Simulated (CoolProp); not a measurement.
Vapour-liquid equilibrium of n-hexane (1) + ethylbenzene (2) at 67.4 kPa; x and y are mole fractions of (1).

Values from CoolProp's multi-fluid Helmholtz-energy mixture model, Thol 2019 and Zhou 2012; pair parameters Bell 2016.

```json
[
 {"x": "0.05", "bubble temperature, mixture model (K)": "384.3", "bubble temperature, Raoult's law (K)": "386.7", "y, mixture model": "0.300", "y, Raoult's law": "0.255"},
 {"x": "0.125", "bubble temperature, mixture model (K)": "372.6", "bubble temperature, Raoult's law (K)": "376.7", "y, mixture model": "0.552", "y, Raoult's law": "0.500"},
 {"x": "0.2", "bubble temperature, mixture model (K)": "364.1", "bubble temperature, Raoult's law (K)": "368.7", "y, mixture model": "0.689", "y, Raoult's law": "0.651"},
 {"x": "0.275", "bubble temperature, mixture model (K)": "357.7", "bubble temperature, Raoult's law (K)": "362.1", "y, mixture model": "0.773", "y, Raoult's law": "0.749"},
 {"x": "0.35", "bubble temperature, mixture model (K)": "352.7", "bubble temperature, Raoult's law (K)": "356.5", "y, mixture model": "0.827", "y, Raoult's law": "0.816"},
 {"x": "0.425", "bubble temperature, mixture model (K)": "348.6", "bubble temperature, Raoult's law (K)": "351.8", "y, mixture model": "0.866", "y, Raoult's law": "0.864"},
 {"x": "0.5", "bubble temperature, mixture model (K)": "345.1", "bubble temperature, Raoult's law (K)": "347.7", "y, mixture model": "0.896", "y, Raoult's law": "0.899"},
 {"x": "0.575", "bubble temperature, mixture model (K)": "342.1", "bubble temperature, Raoult's law (K)": "344.1", "y, mixture model": "0.919", "y, Raoult's law": "0.926"},
 {"x": "0.65", "bubble temperature, mixture model (K)": "339.5", "bubble temperature, Raoult's law (K)": "340.9", "y, mixture model": "0.937", "y, Raoult's law": "0.947"},
 {"x": "0.725", "bubble temperature, mixture model (K)": "337.1", "bubble temperature, Raoult's law (K)": "338.0", "y, mixture model": "0.954", "y, Raoult's law": "0.963"},
 {"x": "0.8", "bubble temperature, mixture model (K)": "334.9", "bubble temperature, Raoult's law (K)": "335.4", "y, mixture model": "0.968", "y, Raoult's law": "0.976"},
 {"x": "0.875", "bubble temperature, mixture model (K)": "332.8", "bubble temperature, Raoult's law (K)": "333.0", "y, mixture model": "0.981", "y, Raoult's law": "0.986"},
 {"x": "0.95", "bubble temperature, mixture model (K)": "330.7", "bubble temperature, Raoult's law (K)": "330.8", "y, mixture model": "0.992", "y, Raoult's law": "0.995"}
]
```

The largest gap from Raoult's law is -4.6 K in bubble temperature, at x = 0.2. No azeotrope shows between x = 0.05 and 0.95.

Pair parameters are fitted to limited data, so mixtures are less certain than the pure fluids.
